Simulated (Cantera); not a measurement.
**Stirred combustor or abatement burner**

A perfectly stirred reactor is fed with H₂ : O₂ : N₂ = 1 : 0.82 : 3.08 (molar parts), equivalence ratio 0.61, at 2.40 bar; it is adiabatic with a 573 K inlet, and is followed from long to short residence time, starting on the burning branch (τ in s: 0.066, 0.022, 0.0072, 0.0024, 0.0008, 0.00026, 8.8e-05, 2.9e-05, 9.6e-06, 3.2e-06).

Model: GRI-Mech 3.0 (53 species, 325 reactions), integrated in Cantera. The hydrogen kinetics of GRI-Mech 3.0 are dated; newer H2 mechanisms differ, most at raised pressure.

| τ (s) | T (K) | x H₂ | x O₂ | x H₂O₂ | x O | x NO₂ | x H₂O |
|---|---|---|---|---|---|---|---|
| 0.066 | 2079 | 0.000343 | 0.0717 | 2.32e-7 | 0.000243 | 6.35e-7 | 0.225 |
| 0.022 | 2077 | 0.000455 | 0.0718 | 2.48e-7 | 0.000307 | 2.89e-7 | 0.225 |
| 0.0072 | 2070 | 0.000744 | 0.0717 | 2.91e-7 | 0.000477 | 1.60e-7 | 0.224 |
| 0.0024 | 2057 | 0.00139 | 0.0715 | 3.84e-7 | 0.000874 | 9.94e-8 | 0.222 |
| 0.00080 | 2031 | 0.00273 | 0.0712 | 5.48e-7 | 0.00171 | 5.80e-8 | 0.219 |
| 0.00026 | 1981 | 0.00532 | 0.0712 | 8.20e-7 | 0.00333 | 3.29e-8 | 0.214 |
| 8.8e-5 | 1899 | 0.00956 | 0.0720 | 1.28e-6 | 0.00589 | 2.24e-8 | 0.206 |
| 2.9e-5 | 1766 | 0.0165 | 0.0746 | 2.37e-6 | 0.00917 | 1.64e-8 | 0.193 |
| 9.6e-6 | 1571 | 0.0310 | 0.0829 | 5.84e-6 | 0.0107 | 8.35e-9 | 0.172 |
| 3.2e-6 | 573 | 0.204 | 0.167 | <1e-12 | <1e-12 | <1e-12 | <1e-12 |
x: mole fraction; the columns are a selection and need not sum to one.
